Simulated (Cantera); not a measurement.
Input: 1 mol SiHCl3, 45 mol N2, at 0.140 bar.

These are equilibrium values from Cantera (NASA tables, ideal gas, pure condensed phases), not measurements of a reactor. Candidate condensed phases: NH4Cl, Si, Si3N4; 28 gas species. N2 is the only nitrogen source here; it is nearly inert below about 1500 K, so the nitride shown seldom forms there in practice. The numbers say what is thermodynamically allowed, not how fast it happens.

### Question
Which condensed phases are stable at each of these points (T (K)): 1200, 1275, 1350, 1425, 1500, 1575, 1650, 1725, 1800, 1875, 1950, 2025?

### Answer
| T (K) | condensed phases | Si condensed (%) |
|---|---|---|
| 1200 | Si3N4(s) | 47.3 |
| 1275 | Si3N4(s) | 46.7 |
| 1350 | Si3N4(s) | 45.0 |
| 1425 | Si3N4(s) | 40.2 |
| 1500 | Si3N4(s) | 30.2 |
| 1575 | Si3N4(s) | 15.6 |
| 1650 | Si3N4(s) | 2.0 |
| 1725 | gas only | 0.0 |
| 1800 | gas only | 0.0 |
| 1875 | gas only | 0.0 |
| 1950 | gas only | 0.0 |
| 2025 | gas only | 0.0 |

From 1200 K to 1650 K the condensed part is Si3N4(s). From 1725 K to 2025 K nothing is condensed.
